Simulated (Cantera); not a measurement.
A closed system holds: 1 mol Si, 0.87 mol Cl2, 2.3 mol H2, a varied amount of HCl, held at 675 K and 2100 Torr.

Cantera equilibrium calculation (NASA polynomials, part measured and part estimated; ideal gas, pure solids and liquids). Candidate condensed phases: Si; 19 gas species. Equilibrium is a limit: real reactors are often held back by kinetics, nucleation or transport.

What share of the Si ends up in condensed phases as a function of n(HCl) (mol), at 0.51, 0.67, 0.88, 1.2, 1.5, 2, 2.7?


```json
[
 {"n(HCl) (mol)": "0.51", "Si condensed (%)": "36.5", "as": "Si(s)"},
 {"n(HCl) (mol)": "0.67", "Si condensed (%)": "32.1", "as": "Si(s)"},
 {"n(HCl) (mol)": "0.88", "Si condensed (%)": "26.3", "as": "Si(s)"},
 {"n(HCl) (mol)": "1.2", "Si condensed (%)": "17.4", "as": "Si(s)"},
 {"n(HCl) (mol)": "1.5", "Si condensed (%)": "9.1", "as": "Si(s)"},
 {"n(HCl) (mol)": "2", "Si condensed (%)": "0.0", "as": "-"},
 {"n(HCl) (mol)": "2.7", "Si condensed (%)": "0.0", "as": "-"}
]
```
